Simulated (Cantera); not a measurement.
Input (Python, Cantera):

```python
import numpy as np
import cantera as ct

gas = ct.Solution("gri30.yaml", transport_model="mixture-averaged")
show = ['CO2', 'NO', 'C2H2']

rows = []
print(f"{'T/K':>7s}{'rho':>11s}{'cp':>10s}{'mu':>11s}{'lambda':>11s}{'Pr':>7s}" + "".join(f"{'D_' + s:>11s}" for s in show))
for T in [400, 600, 800, 1000, 1200, 1400, 1600]:
    gas.TPX = T, 32, {'N2': 0.14, 'C2H6': 0.54}
    Pr = gas.cp_mass * gas.viscosity / gas.thermal_conductivity
    D = [gas.mix_diff_coeffs_mole[gas.species_index(s)] for s in show]
    rows.append([gas.density, gas.cp_mass, gas.viscosity, gas.thermal_conductivity, Pr, *D])
    print(f"{T:7g}{gas.density:11.4e}{gas.cp_mass:10.1f}{gas.viscosity:11.4e}"
          f"{gas.thermal_conductivity:11.4e}{Pr:7.3f}" + "".join(f"{d:11.4e}" for d in D))
print("SI units: kg/m3, J/kg/K, Pa s, W/m/K, m2/s")
```

It prints:

```
    T/K        rho        cp         mu     lambda     Pr      D_CO2       D_NO     D_C2H2
    400 2.8525e-04    1948.7 1.3781e-05 3.4992e-02  0.767 6.2769e-02 8.2500e-02 6.7209e-02
    600 1.9017e-04    2603.0 1.9277e-05 6.3175e-02  0.794 1.3201e-01 1.6800e-01 1.4046e-01
    800 1.4263e-04    3110.2 2.3989e-05 9.2089e-02  0.810 2.1974e-01 2.7497e-01 2.3301e-01
   1000 1.1410e-04    3513.8 2.8184e-05 1.2015e-01  0.824 3.2370e-01 4.0110e-01 3.4252e-01
   1200 9.5085e-05    3817.4 3.2010e-05 1.4695e-01  0.832 4.4239e-01 5.4483e-01 4.6748e-01
   1400 8.1501e-05    4053.7 3.5561e-05 1.7236e-01  0.836 5.7473e-01 7.0501e-01 6.0679e-01
   1600 7.1314e-05    4236.2 3.8897e-05 1.9641e-01  0.839 7.1994e-01 8.8078e-01 7.5964e-01
SI units: kg/m3, J/kg/K, Pa s, W/m/K, m2/s
```

Cantera simulation using GRI-Mech 3.0 (53 species, 325 reactions); the numbers are that mechanism's predictions, not measurements. The composition is frozen, though it would react at the higher temperatures.
